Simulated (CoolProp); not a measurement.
Vapour-liquid equilibrium of n-hexane (1) + n-decane (2) at 177.05 °C; x and y are mole fractions of (1).

Values from CoolProp's multi-fluid Helmholtz-energy mixture model, Thol 2019 and Lemmon 2006; pair parameters Kunz 2012.

### Question
Give the bubble pressure and the first vapour's composition at x = 0.05, 0.65, 0.95. Is there an azeotrope?

### Answer
x = 0.05: 151.6 kPa, y = 0.298; x = 0.65: 766.3 kPa, y = 0.930; x = 0.95: 1162 kPa, y = 0.991. No azeotrope shows between x = 0.05 and 0.95.

Pair parameters are fitted to limited data, so mixtures are less certain than the pure fluids.
